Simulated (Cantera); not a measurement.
Charge: 1 mol MgO, a varied amount of SO3, 0.79 mol O2, equilibrated at 1275 K and 1600 Pa.

Cantera equilibrium calculation (NASA polynomials, part measured and part estimated; ideal gas, pure solids and liquids). Candidate condensed phases: Mg, MgO, MgS, MgSO4, S; 14 gas species. Equilibrium is a limit: real reactors are often held back by kinetics, nucleation or transport.

Q: At 0.054 mol SO3, list the 3 most abundant gas species with their mole fractions, and the condensed phases.

A: O2 0.938, SO2 0.0609, SO3 0.00109. Condensed: MgO(s).
